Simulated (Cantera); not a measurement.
An adiabatic, constant-pressure homogeneous reactor starts with 6.33 % CH₄, 8.86 % CO, 17.8 % O₂, 67.0 % N₂, at 1425 K and 1.00 bar.

Model: GRI-Mech 3.0 (53 species, 325 reactions), integrated in Cantera.

### Question
Predict: time of steepest temperature rise; temperature at 9.00 s; equilibrium temperature; x(CO) at 9.00 s; x(O₂) at 9.00 s; x(H₂O) at 9.00 s.

### Answer
time of steepest temperature rise: 2.49 ms
temperature at 9.00 s: 2699 K
equilibrium temperature: 2699 K
x(CO) at 9.00 s: 0.0559 (gas-phase equilibrium 0.0559)
x(O₂) at 9.00 s: 0.0284 (gas-phase equilibrium 0.0284)
x(H₂O) at 9.00 s: 0.107 (gas-phase equilibrium 0.107)
